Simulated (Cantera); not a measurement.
A closed system holds: 1 mol SiO₂, 0.58 mol Al₂O₃, 47 mol H₂, at 925 K and 0.410 bar.

Cantera's Mixture.equilibrate('TP', solver="vcs", rtol=1e-11, max_steps=5000) on the NASA tables stopped like this:

```
*******************************************************************************
CanteraError thrown by VCS_SOLVE::solve_tp_inner:
vcs_solve_TP: ERROR on step change wt[30:AL6Si2O13(s)]: -1.3877787807814457e-17 < 0.0
*******************************************************************************
```

What got this run through?

Several could match; the one computed here: The failure is numerical, not chemical. The same input converged with solver="gibbs", rtol=1e-10, max_steps=50000, and the result passed a check of the equilibrium conditions:
```
       temperature   925 K
          pressure   41000 Pa
           density   0.010747 kg/m^3
  mean mol. weight   2.016 kg/kmol
   phase of matter   gas

                          1 kg             1 kmol
                     ---------------   ---------------
          enthalpy        9.1405e+06        1.8427e+07  J
   internal energy        5.3256e+06        1.0736e+07  J
           entropy             84970         1.713e+05  J/K
    Gibbs function       -6.9457e+07       -1.4003e+08  J
 heat capacity c_p             14904             30047  J/K
 heat capacity c_v             10780             21732  J/K

                      mass frac. Y      mole frac. X     chem. pot. / RT
                     ---------------   ---------------   ---------------
                H2                 1                 1           -18.207
     [  +27 minor]        2.8535e-08        2.9184e-09

AL(cr)            0.00000e+00 mol
AL2O3(a)          0.00000e+00 mol
AL2SiO5(an)       5.80000e-01 mol
AL6Si2O13(s)      0.00000e+00 mol
Si(cr)            0.00000e+00 mol
SiO2(hqz)         4.20000e-01 mol
```

The gas is ideal and each condensed phase is pure. Condensed phases not in the tables: alloys, solid solutions and most ternary compounds.
